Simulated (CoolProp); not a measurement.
A Linde-Hampson liquefier for normal hydrogen: isothermal reversible compression at 200 K from 1 atm to 30 MPa, throttling to 1 atm, return gas leaving the recuperator 0 K below the feed. Each further row changes one setting.

The numbers come from the reference Helmholtz-energy equation of state, Leachman 2009 in CoolProp.

```
case                        compression work (kJ/kg of gas)
--------------------------  -------------------------------
as stated                                              4890
high pressure 60 MPa                                   5680
warm-end temperature 230 K                             5600
warm-end gap 5 K                                       4890
```
